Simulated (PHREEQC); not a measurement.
0.19 g of hydrous ferric oxide (600 m²/g; 0.2 weak and 0.005 strong sites per Fe, Dzombak-Morel constants, diffuse double layer) in 1 kg of water with 0.1 mol/kgw of an inert sodium salt and 5.6e-05 mol MnCl2 and 5.8e-05 mol Na2HAsO4, at 25 °C; the pH is set by adding NaOH or the inert anion's acid. The system is closed to oxygen. CO2 from the air is kept out. Precipitation was switched off in this run.

Model: ion-association model, wateq4f.dat, run in PHREEQC.

### Question
Predict Mn sorbed (%), surface charge σ (C/m²), surface potential ψ (mV) at pH = 5.5, 8, 8.5.

### Answer
```json
[
 {"pH": "5.5", "Mn sorbed (%)": "0.5", "surface charge σ (C/m²)": "0.119", "surface potential ψ (mV)": "97"},
 {"pH": "8", "Mn sorbed (%)": "88.4", "surface charge σ (C/m²)": "-0.014", "surface potential ψ (mV)": "-19"},
 {"pH": "8.5", "Mn sorbed (%)": "98.3", "surface charge σ (C/m²)": "-0.033", "surface potential ψ (mV)": "-41"}
]
```

The database has no arsenate complexes of Mn.
